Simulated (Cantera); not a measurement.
Input (Python, Cantera):

```python
import numpy as np
import cantera as ct

gas = ct.Solution("h2o2.yaml")
gas.TPX = 1425, 2666, {'H2': 0.023, 'O2': 1}
inlet = ct.Reservoir(gas, clone=True)

reactor = ct.IdealGasConstPressureReactor(gas, energy="off", clone=False)
exhaust = ct.Reservoir(gas, clone=True)
tau = [13, 4.6, 1.6, 0.59, 0.21, 0.075, 0.027, 0.0097][0]
for a, b in ((inlet, reactor), (reactor, exhaust)):
    ct.MassFlowController(a, b, mdot=lambda t: reactor.mass / tau)
net = ct.ReactorNet([reactor])
show = ['H2', 'O2', 'OH', 'O', 'HO2']

rows = []
print(f"{'tau/s':>10s}{'T/K':>9s}" + "".join(f"{s:>11s}" for s in show))
for tau in [13, 4.6, 1.6, 0.59, 0.21, 0.075, 0.027, 0.0097]:
    net.initial_time = 0.0
    net.advance(30 * tau)
    before = gas.X
    net.advance(40 * tau)
    drift = np.max(np.abs(gas.X - before) / (gas.X + 1e-9))
    rows.append([gas.T, *gas[show].X, drift])
    print(f"{tau:10.3e}{gas.T:9.1f}" + "".join(f"{x:11.3e}" for x in gas[show].X))
```

Output:

```
     tau/s      T/K         H2         O2         OH          O        HO2
 1.300e+01   1425.0  7.946e-06  9.766e-01  4.846e-04  4.295e-04  1.745e-07
 4.600e+00   1425.0  1.520e-05  9.761e-01  6.805e-04  8.502e-04  2.821e-07
 1.600e+00   1425.0  2.896e-05  9.751e-01  9.531e-04  1.675e-03  4.461e-07
 5.900e-01   1425.0  5.224e-05  9.735e-01  1.291e-03  3.090e-03  6.569e-07
 2.100e-01   1425.0  9.352e-05  9.709e-01  1.723e-03  5.519e-03  9.217e-07
 7.500e-02   1425.0  1.613e-04  9.671e-01  2.198e-03  8.962e-03  1.198e-06
 2.700e-02   1425.0  2.730e-04  9.631e-01  2.646e-03  1.264e-02  1.437e-06
 9.700e-03   1425.0  4.900e-04  9.601e-01  3.048e-03  1.529e-02  1.624e-06
```

Cantera simulation using the H2/O2 subset of GRI-Mech 3.0, which has no nitrogen chemistry; the numbers are that mechanism's predictions, not measurements. Radical loss at walls, strong at low pressure, is not modelled.
